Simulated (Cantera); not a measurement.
Input (Python, Cantera):

```python
import numpy as np
import cantera as ct

gas = ct.Solution("gri30.yaml")
gas.TPX = 350, 60000, {'CH4': 1, 'CO': 0.86, 'O2': 2.79, 'N2': 10.5}
inlet = ct.Reservoir(gas, clone=True)
gas.equilibrate("HP")  # start burning
reactor = ct.IdealGasConstPressureReactor(gas, energy="on", clone=False)
exhaust = ct.Reservoir(gas, clone=True)
tau = [0.16, 0.069, 0.03, 0.013, 0.0058, 0.0025, 0.0011, 0.00049, 0.00021, 9.4e-05, 4.1e-05, 1.8e-05][0]
for a, b in ((inlet, reactor), (reactor, exhaust)):
    ct.MassFlowController(a, b, mdot=lambda t: reactor.mass / tau)
net = ct.ReactorNet([reactor])
show = ['CH4', 'CO', 'O2', 'O', 'CH3']

rows = []
print(f"{'tau/s':>10s}{'T/K':>9s}" + "".join(f"{s:>11s}" for s in show))
for tau in [0.16, 0.069, 0.03, 0.013, 0.0058, 0.0025, 0.0011, 0.00049, 0.00021, 9.4e-05, 4.1e-05, 1.8e-05]:
    net.initial_time = 0.0
    net.advance(30 * tau)
    before = gas.X
    net.advance(40 * tau)
    drift = np.max(np.abs(gas.X - before) / (gas.X + 1e-9))
    rows.append([gas.T, *gas[show].X, drift])
    print(f"{tau:10.3e}{gas.T:9.1f}" + "".join(f"{x:11.3e}" for x in gas[show].X))
```

It prints:

```
     tau/s      T/K        CH4         CO         O2          O        CH3
 1.600e-01   2155.8  2.513e-06  6.557e-03  2.652e-02  6.530e-04  1.017e-06
 6.900e-02   2137.8  4.889e-06  8.288e-03  2.757e-02  8.678e-04  1.901e-06
 3.000e-02   2106.9  8.948e-06  1.108e-02  2.910e-02  1.261e-03  3.259e-06
 1.300e-02   2061.4  1.611e-05  1.492e-02  3.115e-02  1.904e-03  5.361e-06
 5.800e-03   2004.6  2.883e-05  1.932e-02  3.356e-02  2.802e-03  8.622e-06
 2.500e-03   1933.2  5.505e-05  2.431e-02  3.643e-02  4.018e-03  1.445e-05
 1.100e-03   1853.4  1.101e-04  2.952e-02  3.964e-02  5.361e-03  2.493e-05
 4.900e-04   1765.4  2.396e-04  3.572e-02  4.369e-02  6.515e-03  4.558e-05
 2.100e-04   1656.9  6.644e-04  4.660e-02  5.102e-02  6.634e-03  9.972e-05
 9.400e-05    350.0  6.601e-02  5.677e-02  1.842e-01  3.310e-23  2.476e-20
 4.100e-05    350.0  6.601e-02  5.677e-02  1.842e-01  1.486e-25  1.135e-22
 1.800e-05    350.0  6.601e-02  5.677e-02  1.842e-01  9.353e-27  7.169e-24
```

Model: GRI-Mech 3.0 (53 species, 325 reactions), integrated in Cantera.
